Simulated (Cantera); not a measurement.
A closed system holds: 1 mol C2F6, 0.036 mol H2, equilibrated at 2500 °C and 0.000760 bar.

These are equilibrium values from Cantera (NASA tables, ideal gas, pure condensed phases), not measurements of a reactor. Candidate condensed phases: C, C6H6, C7H8, C8H18; 95 gas species. The feed counts by its element totals alone. Kinetics and transport are ignored.

**Question.** What is the equilibrium state?

**Answer.** 
```
Item               Result
--------------  ---------
x(F)                0.877
x(CF)              0.0607
x(C3)              0.0297
x(CF2)             0.0118
x(HF)              0.0113
x(C)              0.00643
x(C2)             0.00289
x(H)             0.000372
x(C5)            0.000258
n(C(graphite))  0.918 mol
gas amount      6.172 mol
```
